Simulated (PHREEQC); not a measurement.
# Hard or scaling water: speciation

Solution (25 °C): 1.5 mmol/kgw CaCl2, 0.049 mmol/kgw NaHCO3 and 27 mmol/kgw MgSO4. Closed to the air; pH follows from the charge balance.

Computed with PHREEQC (ion-association model, phreeqc.dat).

Each row changes one thing in this solution. No solid was allowed to form.

```tsv
case	pH	ionic strength (mol/kgw)	Mg+2 (mol/kgw)	SO4-2 (mol/kgw)	MgSO4 (mol/kgw)	Na+ (mol/kgw)
as made	7.56	0.0666	0.0160	0.0155	0.0110	4.74e-5
CaCl2 left out	7.56	[?]	0.0157	0.0157	0.0113	4.74e-5
CaCl2 from 0.0015 to 0.00165 mol/kgw	[?]	[?]	0.0160	0.0155	0.0109	4.75e-5
diluted 2-fold with water	7.53	[?]	0.00885	0.00864	0.00465	2.40e-5
CaCl2 from 0.0015 to 0.015 mol/kgw	[?]	0.102	0.0181	0.0142	0.00886	4.77e-5
```

Some entries are withheld; supply them.


- CaCl2 left out, ionic strength (mol/kgw): 0.0629
- CaCl2 from 0.0015 to 0.00165 mol/kgw, pH: 7.55
- CaCl2 from 0.0015 to 0.00165 mol/kgw, ionic strength (mol/kgw): 0.0670
- diluted 2-fold with water, ionic strength (mol/kgw): 0.0368
- CaCl2 from 0.0015 to 0.015 mol/kgw, pH: 7.50

Species that the database lacks are ignored.
